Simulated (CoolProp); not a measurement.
Vapour-liquid equilibrium of ethylbenzene (1) + n-nonane (2) at 231.55 °C; x and y are mole fractions of (1).

Values from CoolProp's multi-fluid Helmholtz-energy mixture model, Zhou 2012 and Lemmon 2006; pair parameters Bell 2016.

Give the bubble pressure and the first vapour's composition at x = 0.15, 0.45, 0.65. Is there an azeotrope?

x = 0.15: 6.169 bar, y = 0.189; x = 0.45: 6.840 bar, y = 0.509; x = 0.65: 7.198 bar, y = 0.692. No azeotrope shows between x = 0.05 and 0.95.

Pair parameters are fitted to limited data, so mixtures are less certain than the pure fluids.
